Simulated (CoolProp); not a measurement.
Values from CoolProp's reference Helmholtz-energy equation of state, Gao 2022.

Q: For n-perfluorobutane, give the phase and the cp (kJ/(kg K)), expansivity (1/kK) at 403.4 K and 862 kPa; 450 K and 862 kPa.

A: 
- 403.4 K and 862 kPa: gas; cp 0.991, expansivity 3.77
- 450 K and 862 kPa: gas; cp 1.00, expansivity 2.94
